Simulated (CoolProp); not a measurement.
Ethylene along the isotherm 50.15 °C: Z from the reference equation and from simpler models built on Tc = 9.2 °C, pc = 5.042 MPa, ω = 0.087; each cubic takes its own stable root.

Values from CoolProp's reference Helmholtz-energy equation of state, Smukala 2000.

```
p (MPa)          phase  reference
-------  -------------  ---------
0.0399             gas     0.9983
0.0673             gas     0.9970
0.114              gas     0.9950
0.192              gas     0.9916
0.323              gas     0.9857
0.546              gas     0.9758
0.921              gas     0.9588
1.55               gas     0.9295
2.62               gas     0.8774
4.43               gas     0.7814
7.47     supercritical     0.5954
12.6     supercritical     0.4660
```

Problem. How far does each simpler model (van der Waals, Soave-Redlich-Kwong, Peng-Robinson) lie from the reference over these 12 states: mean and median of the absolute difference, and the worst?

Solution. 
- van der Waals: mean 2.0 %, median 0.1 %, worst +15.1 % at 50.15 °C and 12.6 MPa
- Soave-Redlich-Kwong: mean 1.3 %, median 0.0 %, worst +11.5 % at 50.15 °C and 12.6 MPa
- Peng-Robinson: mean 1.1 %, median 0.5 %, worst +3.0 % at 50.15 °C and 12.6 MPa
